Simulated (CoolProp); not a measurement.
The fluid at 386.88 K and 0.0672 MPa is throttled through a valve to 0.0148 MPa with no heat exchange. The same conditions are run with several fluids, on thermodynamics alone (safety and materials aside).

The numbers come from the reference Helmholtz-energy equation of state of each fluid (hexamethyldisiloxane (MM): Thol 2016; R245ca: Zhou 2016; R227EA: Lemmon 2016; hydrogen chloride: Thol 2018; R113: Marx 1992) in CoolProp.

Problem. Rank hexamethyldisiloxane (MM), R245ca, R227EA, hydrogen chloride, R113 by temperature change (K), highest first.

Solution. R227EA (-0.4), hydrogen chloride (-0.5), R245ca (-0.6), R113 (-0.8), hexamethyldisiloxane (MM) (-1.2)

| fluid | final density (kg/m³) |
|---|---|
| hexamethyldisiloxane (MM) | 0.755 |
| R245ca | 0.619 |
| R227EA | 0.784 |
| hydrogen chloride | 0.168 |
| R113 | 0.867 |
